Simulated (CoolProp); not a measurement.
Values from CoolProp's reference Helmholtz-energy equation of state, Thol 2017.

Problem. Give the vapour pressure (MPa), liquid cp (kJ/(kg K)), vapour Z, surface tension (mN/m) of saturated octamethyltrisiloxane (MDM) at 88.85 °C.

Solution. 
| T (°C) | p (MPa) | liquid cp (kJ/(kg K)) | vapour Z | surface tension (mN/m) |
|---|---|---|---|---|
| 88.85 | 0.0130 | 1.94 | 0.983 | 11.1 |

Surface tension comes from a separate correlation (Mulero 2014), older than this fluid's equation and unchecked against measurements.
